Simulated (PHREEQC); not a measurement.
Dissolve 0.0035 mol CuSO4, 0.002 mol H2SO4 and 0.00034 mol Na2SO4 per kg of water at 20 °C. Closed to the air; pH follows from the charge balance.

Equilibrium calculation in PHREEQC: ion-association model, wateq4f.dat.

### Question
The ionic strength comes out as 0.0161 mol/kgw. What activity coefficients do Na+, SO4-2, H+, HSO4-, Cu+2 get?

### Answer
Na+ 0.88, SO4-2 0.61, H+ 0.90, HSO4- 0.88, Cu+2 0.62.

This is a speciation only: nothing precipitates in the calculation. Complexes and solids missing from the database can't appear.
